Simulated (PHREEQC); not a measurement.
0.052 g of hydrous ferric oxide (600 m²/g; 0.2 weak and 0.005 strong sites per Fe, Dzombak-Morel constants, diffuse double layer) in 1 kg of water with 0.3 mol/kgw of an inert sodium salt and 1.5e-06 mol ZnCl2, at 25 °C; the pH is set by adding NaOH or the inert anion's acid. O2 is buffered at 0.21 atm. CO2 from the air is kept out. Precipitation was switched off in this run.

Computed with PHREEQC (ion-association model, wateq4f.dat).

```
pH    Zn sorbed (%)  surface charge σ (C/m²)  surface potential ψ (mV)
----  -------------  -----------------------  ------------------------
3               0.0                    0.368                       126
3.38            0.0                      [?]                       125
3.75            0.0                    0.357                       [?]
4.12            0.0                    0.343                       122
4.5             0.0                    0.318                       118
4.88            0.2                    0.282                       [?]
5.25            0.9                    0.240                       104
5.62            3.9                    0.196                        94
6              15.1                    0.154                        83
6.38           41.1                    0.117                        70
6.75           71.3                    0.086                        57
7.12           90.3                    0.059                        42
7.5            97.5                    0.035                        27
7.88           99.4                    0.014                        11
8.25           99.8                   -0.006                        -5
8.62           99.9                   -0.027                       -21
9             100.0                   -0.050                       -37
```

**Question.** Some entries are withheld; supply them.

**Answer.** 
- 3.38, surface charge σ (C/m²): 0.365
- 3.75, surface potential ψ (mV): 124
- 4.88, surface potential ψ (mV): 112

Complexes and solids missing from the database can't appear. The oxide is taken as insoluble; below pH 4 it would dissolve.
